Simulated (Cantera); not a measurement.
A freely propagating, adiabatic, planar premixed flame of CH4 : O2 : N2 : CO2 = 1 : 1.82 : 5.27 : 0.25 (molar parts), unburnt at 548 K and 2250 Torr; mixture-averaged transport, grid criteria slope 0.08 and curve 0.16, no radiation.

Model: GRI-Mech 3.0 (53 species, 325 reactions), integrated in Cantera. Burning velocities carry a grid error of a few per cent, more on coarse grids.

Task: Predict: laminar burning velocity; thermal thickness; peak x(HCO); peak x(CH2CO); peak x(HCN).

Result: laminar burning velocity: 97.0 cm/s
thermal thickness: 0.123 mm
peak x(HCO): 6.09e-5
peak x(CH2CO): 0.000263
peak x(HCN): 9.65e-6
